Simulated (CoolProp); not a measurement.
A simple Rankine cycle with cyclopropane: condensing at 328.15 K, boiler at 3.33 MPa, turbine inlet 407.9 K, turbine efficiency 0.6, pump efficiency 0.7, no recuperator. Each further row changes one setting.

Values from CoolProp's reference Helmholtz-energy equation of state, Polt 1992. This equation is an older, rougher fit; its heat capacities, sound speeds and derivatives of the liquid may be far off and weren't checked against measurements.

| case | thermal efficiency (%) | net work (kJ/kg) | heat in (kJ/kg) | turbine exit temperature (K) | volume ratio over the turbine |
|---|---|---|---|---|---|
| as stated | 5.4 | 25.3 | 470 | … | … |
| turbine inlet 427.9 K | 5.4 | 28.2 | … | 397.8 | 2.26 |
| condensing temperature 320.15 K | … | … | … | 368.8 | 2.75 |
| boiler pressure 2.33 MPa | 3.2 | … | 493 | 391.8 | … |
| turbine efficiency 0.5 | 4.3 | 20.3 | 470 | 377.8 | 2.31 |

Q: Complete the blanks.

A: 
- as stated, turbine exit temperature (K): 375.3
- as stated, volume ratio over the turbine: 2.29
- turbine inlet 427.9 K, heat in (kJ/kg): 518
- condensing temperature 320.15 K, thermal efficiency (%): 6.5
- condensing temperature 320.15 K, net work (kJ/kg): 31.6
- condensing temperature 320.15 K, heat in (kJ/kg): 489
- boiler pressure 2.33 MPa, net work (kJ/kg): 15.8
- boiler pressure 2.33 MPa, volume ratio over the turbine: 1.56
